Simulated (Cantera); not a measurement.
A perfectly stirred reactor is fed with N2O : H2 : N2 = 1 : 0.003 : 7.3 (molar parts), at 0.00840 bar; it is held at 1548 K, and followed from long to short residence time.

Computed with Cantera and GRI-Mech 3.0 (53 species, 325 reactions). GRI-Mech 3.0 was tuned for natural gas; its chemistry of N2O as a main component is partial and can be far from experiment. Radical loss at walls, strong at low pressure, is not modelled. The temperature is held fixed by assumption; the heat of reaction is taken as removed at once.

**Question.** What does this change do: H2 0.003 to 0.0013 parts?

**Answer.** 
```csv
quantity,before,after
x(N2O) at τ = 0.640 s,0.0766,0.0767
x(H2) at τ = 0.640 s,1.92e-5,9.66e-6
x(NO) at τ = 0.640 s,0.0101,0.0104
x(H) at τ = 0.640 s,7.29e-7,4.82e-7
x(H2O) at τ = 0.640 s,0.000311,0.000128
x(N2O) at τ = 49.0 ms,0.115,0.115
x(H2) at τ = 49.0 ms,0.000140,6.88e-5
x(NO) at τ = 49.0 ms,0.00110,0.00114
x(H) at τ = 49.0 ms,1.34e-6,7.11e-7
x(H2O) at τ = 49.0 ms,0.000187,6.53e-5
```

**Question.** What does this change do: 0.062 parts H2O added?

**Answer.** 
```
quantity                 before     after
---------------------  --------  --------
x(N2O) at τ = 0.640 s    0.0766    0.0750
x(H2) at τ = 0.640 s    1.92e-5   1.23e-5
x(NO) at τ = 0.640 s     0.0101   0.00836
x(H) at τ = 0.640 s     7.29e-7   1.82e-6
x(H2O) at τ = 0.640 s  0.000311   0.00752
x(N2O) at τ = 49.0 ms     0.115     0.114
x(H2) at τ = 49.0 ms   0.000140  0.000103
x(NO) at τ = 49.0 ms    0.00110   0.00101
x(H) at τ = 49.0 ms     1.34e-6   2.05e-6
x(H2O) at τ = 49.0 ms  0.000187   0.00758
```
